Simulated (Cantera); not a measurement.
A perfectly stirred reactor is fed with CH3OH : O2 : N2 = 0.0025 : 0.00073 : 1 (molar parts), at 0.957 atm; it is held at 975 K, and followed from long to short residence time.

Detailed kinetics in Cantera: GRI-Mech 3.0 (53 species, 325 reactions). GRI-Mech 3.0 was tuned for natural gas; its chemistry of methanol as a main component is partial and can be far from experiment.

Problem. Predict: x(CH3OH) at τ = 2.10 s; x(O2) at τ = 2.10 s; x(CO) at τ = 2.10 s; x(CH3OH) at τ = 14.0 ms; x(O2) at τ = 14.0 ms.

Solution. 
* **x(CH3OH) at τ = 2.10 s**: 0.000374
* **x(O2) at τ = 2.10 s**: 0.000122
* **x(CO) at τ = 2.10 s**: 0.00182
* **x(CH3OH) at τ = 14.0 ms**: 0.00249
* **x(O2) at τ = 14.0 ms**: 0.000728
